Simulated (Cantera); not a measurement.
Feed: 1 mol CHF₃, a varied amount of F₂, 0.39 mol H₂, equilibrated at 2375 K and 0.860 bar.

Equilibrium computed with Cantera from the NASA thermochemical tables; the gas is ideal and each condensed phase is pure. Candidate condensed phases: C, C₆H₆, C₇H₈, C₈H₁₈; 95 gas species. Gases not in the tables: C₂F₆ and larger saturated fluorocarbons. Kinetics and transport are ignored.

**Question.** What share of the C ends up in condensed phases as a function of n(F₂) (mol), at 0.087, 0.11, 0.15, 0.19, 0.25, 0.33, 0.44, 0.57, 0.74, 0.97, 1.3, 1.7, 2.2?

**Answer.** 
```csv
n(F₂) (mol),C condensed (%),as
0.087,59.4,C(graphite)
0.11,58.1,C(graphite)
0.15,55.9,C(graphite)
0.19,53.7,C(graphite)
0.25,50.3,C(graphite)
0.33,45.9,C(graphite)
0.44,39.8,C(graphite)
0.57,32.7,C(graphite)
0.74,23.4,C(graphite)
0.97,10.8,C(graphite)
1.3,0.0,-
1.7,0.0,-
2.2,0.0,-
```
